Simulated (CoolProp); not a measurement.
Vapour-liquid equilibrium of trans-2-butene (1) + acetone (2) at 346.9 K; x and y are mole fractions of (1).

Values from CoolProp's multi-fluid Helmholtz-energy mixture model, Lemmon 2005 and Lemmon 2006; pair parameters Bell 2016.

```tsv
x	bubble pressure (MPa)	y at the bubble point	dew pressure at overall composition x (MPa)	liquid density (mol/L)
0.05	0.2589	0.324	0.1881	12.34
0.2	0.4541	0.647	0.2215	11.79
0.35	0.5855	0.752	0.2685	11.27
0.5	0.6725	0.807	0.3396	10.77
0.65	0.7371	0.849	0.4573	10.31
0.8	0.7944	0.896	0.6612	9.920
0.95	0.8484	0.967	0.8385	9.602
```

No azeotrope shows between x = 0.05 and 0.95.

The pair parameters rest on a limited set of measurements; away from them the model extrapolates.
